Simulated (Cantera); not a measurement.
## Adiabatic ignition

An adiabatic, constant-pressure homogeneous reactor starts with CO : H₂ : O₂ : N₂ : H₂O = 0.48 : 0.12 : 0.4 : 1.92 : 0.38 (molar parts), equivalence ratio 0.75, at 1425 K and 1.18 atm.

Detailed kinetics in Cantera: GRI-Mech 3.0 (53 species, 325 reactions).

```tsv
t (s)	T (K)	x CO	x H₂	x O₂	x H	x NO
4.00e-6	1425	0.145	0.0364	0.121	1.77e-7	<1e-12
1.72e-5	1425	0.145	0.0362	0.121	5.56e-5	1.94e-12
7.39e-5	1988	0.0535	0.0132	0.0582	0.0160	1.61e-5
0.000317	2399	0.0290	0.00562	0.0452	0.00264	0.000127
0.00136	2487	0.0212	0.00390	0.0413	0.00137	0.000674
0.00586	2485	0.0211	0.00389	0.0403	0.00135	0.00276
0.0252	2478	0.0210	0.00388	0.0382	0.00131	0.00716
0.108	2477	0.0210	0.00388	0.0376	0.00130	0.00834
0.465	2477	0.0210	0.00388	0.0376	0.00130	0.00834
2.00	2477	0.0210	0.00388	0.0376	0.00130	0.00834
```
x: mole fraction; the columns are a selection and need not sum to one.

time of steepest temperature rise: 36.5 µs
temperature at 2.00 s: 2477 K
equilibrium temperature: 2477 K
x(CO) at 2.00 s: 0.0210 (gas-phase equilibrium 0.0210)
x(H₂) at 2.00 s: 0.00388 (gas-phase equilibrium 0.00388)
x(O₂) at 2.00 s: 0.0376 (gas-phase equilibrium 0.0376)
